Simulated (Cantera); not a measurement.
Feed: 1 mol SiC, 0.0042 mol O2, 1.2 mol N2, at 1498 K and 1.90 mbar.

Cantera equilibrium calculation (NASA polynomials, part measured and part estimated; ideal gas, pure solids and liquids). Candidate condensed phases: C, Si, SiC, SiO2, Si2N2O, Si3N4; 34 gas species. N2 is the only nitrogen source here; it is nearly inert below about 1500 K, so the nitride shown seldom forms there in practice. Mutual solubility and eutectic melting of coexisting phases are not modelled. Kinetics and transport are ignored.

Base state: N2 0.995, CO 0.00457, SiO 0.000265 (mole fractions); condensed: SiC(s) + Si2N2O(s).

### Question
What changes in the equilibrium state with this change: O2 from 0.0042 to 0.59 mol?

### Answer
```
species           before    after
--------------  --------  -------
N2                 0.995    0.506
CO               0.00457    0.492
SiO             0.000265  0.00198
SiC(s), mol        0.995    0.214
Si2N2O(s), mol   0.00259    0.391
```

### Question
What changes in the equilibrium state with this change: pressure from 1.90 mbar to 0.100 bar?

### Answer
| species | before | after |
|---|---|---|
| N2 | 0.995 | 1.000 |
| CO | 0.00457 | 0.000399 |
| SiO | 0.000265 | 6.35e-7 |
| SiC(s), mol | 0.995 | 0 |
| Si2N2O(s), mol | 0.00259 | 0.00819 |
| C(graphite), mol | 0 | 1.000 |
| Si3N4(s), mol | 0 | 0.328 |
